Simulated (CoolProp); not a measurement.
A single-stage vapour-compression cycle with n-perfluorobutane: evaporating at 232.15 K (dew point), condensing at 291.15 K (bubble point), superheat 10 K, subcooling 5 K, compressor efficiency 0.65, no pressure losses. Each further row changes one setting.

Computed with CoolProp (reference Helmholtz-energy equation of state, Gao 2022).

```
case                              cooling COP  pressure ratio  discharge temperature (K)  refrigerating effect (kJ/kg)  volumetric capacity (kJ/m³)
--------------------------------  -----------  --------------  -------------------------  ----------------------------  ---------------------------
as stated                                1.71            14.0                      291.1                          58.7                          106
evaporating temperature 237.15 K          [?]             [?]                      291.1                          62.5                          148
condensing temperature 286.15 K           [?]             [?]                      286.2                          64.3                          116
subcooling 10 K                           [?]            14.0                      291.1                          64.3                          116
superheat 20 K                            [?]            14.0                        [?]                           [?]                          116
compressor efficiency 0.55               1.45            14.0                      294.5                          58.7                          106
```

Task: What belongs in the gaps?

Result: 
- evaporating temperature 237.15 K, cooling COP: 2.02
- evaporating temperature 237.15 K, pressure ratio: 10.5
- condensing temperature 286.15 K, cooling COP: 1.99
- condensing temperature 286.15 K, pressure ratio: 11.8
- subcooling 10 K, cooling COP: 1.87
- superheat 20 K, cooling COP: 1.82
- superheat 20 K, discharge temperature (K): 298.8
- superheat 20 K, refrigerating effect (kJ/kg): 66.6

The compression ends wet for: as stated; evaporating temperature 237.15 K; condensing temperature 286.15 K; subcooling 10 K.
